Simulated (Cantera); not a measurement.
A Cantera script and what it prints.

```python
import numpy as np
import cantera as ct

gas_names = """
    F FO FO2 F2 F2O H HF HOF HO2 H2 H2F2 H2O H2O2 H3F3 H4F4 H5F5 H6F6 H7F7 Mg MgF MgF2 MgH MgO MgOH
    MgO2H2 Mg2 Mg2F4 O OH O2 O3
""".split()
cond_names = """
    H2O(s) H2O(L) Mg(cr) Mg(L) MgF2(s) MgF2(L) MgO(s) MgO(L) MgO2H2(s)
""".split()


# ... load() reads the species with a 1 bar reference pressure and builds the phases ...
atoms = {
    'MgO': {'Mg': 1, 'O': 1},
    'HF': {'H': 1, 'F': 1},
    'H2': {'H': 2},
}
top_T = {}  # K; cautious upper limits of use, not melting points


# ... equilibrate(T, P, feed) seeds the gas with the atoms and calls Mixture.equilibrate('TP', solver="vcs", rtol=1e-11, max_steps=5000) ...
results = []
feed = {'MgO': 1, 'HF': 2.7, 'H2': 6.8}  # mol
T = 1075  # K
for P in [1, 10, 100, 1000, 10000, 100000]:
    mix = equilibrate(T, P, feed)
    results.append((T, P, feed, dict(zip(mix.species_names, mix.species_moles))))

top = {s: max(r[3][s] / sum(r[3][g] for g in gas_names) for r in results) for s in gas_names}
cols = sorted((s for s in top if top[s] > 0.001), key=lambda s: -top[s])[:6]
seen = [c for c in cond_names if any(r[3].get(c, 0) > 1e-12 for r in results)]
print("log10 of partial pressures in bar; condensed amounts in mol")
print(f"{'P/Pa':>10s}" + "".join(f"{s[:9]:>10s}" for s in cols + seen))
for T, P, feed, n in results:
    ng = sum(n[g] for g in gas_names)
    print(f"{P:10.4g}" + "".join(f"{np.log10(max(n[s] / ng * P / 1e5, 1e-99)):10.3f}" for s in cols)
          + "".join(f"{n.get(c, 0):10.4g}" for c in seen))
```

It prints:

```
log10 of partial pressures in bar; condensed amounts in mol
      P/Pa        H2        HF       H2O   MgF2(s)    MgO(s)
         1    -5.142    -5.570    -7.065   0.08085    0.9188
        10    -4.125    -4.696    -5.317    0.4369    0.5631
       100    -3.100    -4.017    -3.960    0.9387   0.06132
      1000    -2.097    -3.084    -2.929         1         0
     1e+04    -1.097    -2.084    -1.929         1         0
     1e+05    -0.097    -1.084    -0.929         1         0
```

Cantera equilibrium calculation (NASA polynomials, part measured and part estimated; ideal gas, pure solids and liquids). Mutual solubility and eutectic melting of coexisting phases are not modelled.
